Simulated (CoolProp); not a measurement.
Vapour-liquid equilibrium of CHF3 (R23) (1) + R227EA (2) at 10 kPa; x and y are mole fractions of (1).

Computed with CoolProp (multi-fluid Helmholtz-energy mixture model, Penoncello 2003 and Lemmon 2016; pair parameters Bell 2016).

```tsv
x	bubble temperature, mixture model (K)	bubble temperature, Raoult's law (K)	y, mixture model	y, Raoult's law
0.05	195.3	197.4	0.763	0.719
0.125	181.8	185.6	0.937	0.909
0.2	174.8	179.1	0.972	0.956
0.275	170.5	174.8	0.984	0.975
0.35	167.6	171.6	0.990	0.984
0.425	165.7	169.1	0.993	0.990
0.5	164.2	167.0	0.994	0.993
0.575	163.2	165.3	0.996	0.995
0.65	162.3	163.8	0.996	0.997
0.725	161.6	162.6	0.997	0.998
0.8	160.9	161.4	0.998	0.999
0.875	160.2	160.4	0.999	0.999
0.95	159.4	159.4	0.999	1.000
```

The largest gap from Raoult's law is -4.3 K in bubble temperature, at x = 0.275. No azeotrope shows between x = 0.05 and 0.95.

Pair parameters are fitted to limited data, so mixtures are less certain than the pure fluids.
